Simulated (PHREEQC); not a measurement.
A solution holds 2 mol/kgw NaOH, 3 mol/kgw KCl and 4.8 mol/kgw NaCl, at 60 °C. Closed to the air; pH follows from the charge balance.

Computed with PHREEQC (Pitzer model, pitzer.dat).

| Property | Result |
|---|---|
| pH | 13.30 |
| ionic strength | 9.80 mol/kgw |
| activity of water | 0.640 |
| density | 1.262 g/cm³ |
| osmotic coefficient | 1.263 |
| total alkalinity | 2000 meq/kg |

| species | molality | activity | log γ |
|---|---|---|---|
| Cl- | 7.80 | 5.53 | -0.149 |
| Na+ | 6.80 | 10.8 | 0.200 |
| K+ | 3.00 | 2.95 | -0.007 |
| OH- | 2.00 | 1.25 | -0.205 |

This is a speciation only: nothing precipitates in the calculation. The solution is supersaturated, for example in Halite, so a real one may precipitate; this is no full list. Species that the database lacks are ignored. In brines, pH and single-ion activities rest on the MacInnes convention. At this temperature some constants are extrapolated from 25 °C, and those without enthalpy data are left unchanged.
